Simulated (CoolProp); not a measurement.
Saturation properties of R143a (Tc = 345.9 K, pc = 3.762 MPa, ω = 0.261).

Values from CoolProp's reference Helmholtz-energy equation of state, Lemmon and Jacobsen 2000.

```csv
T (K),p (MPa),liquid density (kg/m³),vapour Z
193.5,0.01610,1251,0.9847
198.4,0.02225,1239,0.9812
203.4,0.03037,1226,0.9772
208.3,0.04051,1213,0.9726
213.3,0.05350,1200,0.9673
218.2,0.06927,1187,0.9614
223.2,0.08895,1174,0.9547
228.1,0.1123,1160,0.9473
233,0.1402,1147,0.9392
238,0.1739,1133,0.9301
242.9,0.2127,1119,0.9204
247.9,0.2589,1104,0.9095
```

It boils at 225.9 K under 1 atm.
